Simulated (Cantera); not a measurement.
Input (Python, Cantera) and output of one run.

```python
import numpy as np
import cantera as ct

gas_names = """
    B BF BF2 BF3 BH BHF2 BH2 BH3 BN B2 F F2 H HF H2 H2F2 H3F3 H4F4 H5F5 H6F6 H7F7 N NF NF2 NF3 NH NH2
    NH3 N2 N2H2 N2H4
""".split()
cond_names = """
    B(b) B(L) BN(s)
""".split()


def load(file, names, dense=False):
    # The tables refer to 1 bar. Condensed volumes are neglected.
    table = {s.name: s for s in ct.Species.list_from_file(file)}
    out = []
    for n in names:
        d = dict(table[n].input_data)
        d["thermo"] = dict(d["thermo"], **{"reference-pressure": 1e5})
        if dense:
            d["equation-of-state"] = {"model": "constant-volume", "density": "1e6 g/cm^3"}
        out.append(ct.Species.from_dict(d))
    return out


gas = ct.Solution(thermo="ideal-gas", species=load("nasa_gas.yaml", gas_names))
cond = {s.name: ct.Solution(thermo="fixed-stoichiometry", species=[s], name=s.name)
        for s in load("nasa_condensed.yaml", cond_names, dense=True)}
atoms = {
    'BN': {'B': 1, 'N': 1},
    'NF3': {'N': 1, 'F': 3},
    'H2': {'H': 2},
}
top_T = {'BN(s)': 3200}  # K; cautious upper limits of use, not melting points


def equilibrate(T, P, feed):
    n = {}
    for name, mol in feed.items():
        for a, k in atoms[name].items():
            n[a] = n.get(a, 0.0) + k * mol
    gas.TPX = T, P, n
    mass = sum(n.values()) * gas.mean_molecular_weight
    gas.equilibrate("TP")
    valid = [c for c in cond.values() if c.min_temp <= T <= top_T.get(c.name, c.max_temp)]
    mix = ct.Mixture([(gas, mass / gas.mean_molecular_weight)] + [(c, 0.0) for c in valid])
    mix.T, mix.P = T, P
    mix.equilibrate("TP", solver="vcs", rtol=1e-11, max_steps=5000)
    return mix


results = []
feed = {'BN': 1, 'NF3': 9.5, 'H2': 39}  # mol
T = 2073.15  # K
P = 1200  # Pa
mix = equilibrate(T, P, feed)
results.append((T, P, feed, dict(zip(mix.species_names, mix.species_moles))))
x = sorted(zip(gas.X, gas.species_names), reverse=True)
print(f"T = {T:g} K  P = {P:g} Pa  gas = {mix.phase_moles(0):.4g} mol")
print("   x: " + "  ".join(f"{s} {v:.3e}" for v, s in x if v > 0.0001))
print("   condensed (mol): " + ("  ".join(f"{mix.phase(i).name} {mix.phase_moles(i):.4g}"
      for i in range(1, mix.n_phases) if mix.phase_moles(i) > 1e-12) or "none"))
```

Output:

```
T = 2073.15 K  P = 1200 Pa  gas = 58.6 mol
   x: HF 4.398e-01  H2 4.376e-01  N2 8.959e-02  H 1.590e-02  BF3 1.295e-02  BF2 3.433e-03  BF 5.426e-04  BHF2 1.442e-04
   condensed (mol): none
```

Cantera equilibrium calculation (NASA polynomials, part measured and part estimated; ideal gas, pure solids and liquids). The tables' values for BF2 are old estimates; treat these amounts as uncertain.
